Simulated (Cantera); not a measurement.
A closed system holds: 1 mol SiCl4, 1.2 mol Cl2, 1.4 mol H2, equilibrated at 1600 K and 1.30 bar.

These are equilibrium values from Cantera (NASA tables, ideal gas, pure condensed phases), not measurements of a reactor. Candidate condensed phases: Si; 19 gas species. The tables' values for SiCl3 are old estimates; treat these amounts as uncertain. Kinetics and transport are ignored.

**Question.** What is the equilibrium state?

**Answer.** 
```
Item                                 Result
--------------------------------  ---------
x(HCl)                                0.686
x(SiCl4)                              0.250
x(H2)                                0.0398
x(SiCl3)                             0.0189
x(SiCl2)                            0.00354
x(SiHCl3)                           0.00209
x(Cl)                              0.000130
x(H)                                9.51e-6
x(SiH2Cl2)                          2.92e-6
gas amount                        3.648 mol
log10 activity of Si(s) (absent)      -4.06
```
